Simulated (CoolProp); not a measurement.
R134a along the isobar 1.73 MPa: density (kg/m³) from the reference equation and from simpler models built on Tc = 101.1 °C, pc = 4.059 MPa, ω = 0.327; each cubic takes its own stable root.

Values from CoolProp's reference Helmholtz-energy equation of state, Tillner-Roth 1994.

| T (°C) | phase | reference |
|---|---|---|
| 43.75 | liquid | 1136 |
| 57.55 | liquid | 1067 |
| 71.35 | gas | 82.31 |
| 85.15 | gas | 74.72 |
| 98.95 | gas | 69.09 |
| 112.75 | gas | 64.62 |
| 126.65 | gas | 60.89 |
| 140.45 | gas | 57.74 |
| 154.25 | gas | 55.01 |
| 168.05 | gas | 52.59 |
| 181.85 | gas | 50.44 |

Question: How far does each simpler model (van der Waals, Soave-Redlich-Kwong, Peng-Robinson) lie from the reference over these 11 states: mean and median of the absolute difference, and the worst?

Answer: 
- van der Waals: mean 18.8 %, median 2.0 %, worst -92.4 % at 57.55 °C and 1.73 MPa
- Soave-Redlich-Kwong: mean 3.7 %, median 0.7 %, worst -17.0 % at 57.55 °C and 1.73 MPa
- Peng-Robinson: mean 1.6 %, median 1.0 %, worst -5.9 % at 57.55 °C and 1.73 MPa

At some of these states van der Waals gives the other phase, because its saturation line lies elsewhere.
